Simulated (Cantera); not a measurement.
Feed: 1 mol CuO, 4.9 mol CO, 1.6 mol N2, held at 0.0640 bar.

Method: chemical equilibrium by Gibbs-energy minimisation in Cantera with the NASA 1993 tables (ideal gas, pure condensed phases). Candidate condensed phases: C, Cu, CuO, Cu2O; 27 gas species. The numbers say what is thermodynamically allowed, not how fast it happens.

Problem. Which condensed phases are stable at each of these points (T (K)): 923, 998, 1073, 1148, 1223, 1298, 1373, 1448, 1523?

Solution. 
| T (K) | condensed phases | Cu condensed (%) |
|---|---|---|
| 923 | Cu(s) | 100.0 |
| 998 | Cu(s) | 100.0 |
| 1073 | Cu(s) | 100.0 |
| 1148 | Cu(s) | 100.0 |
| 1223 | Cu(s) | 100.0 |
| 1298 | Cu(s) | 100.0 |
| 1373 | Cu(l) | 100.0 |
| 1448 | Cu(l) | 100.0 |
| 1523 | Cu(l) | 99.9 |

From 923 K to 1298 K the condensed part is Cu(s). From 1373 K to 1523 K the condensed part is Cu(l).
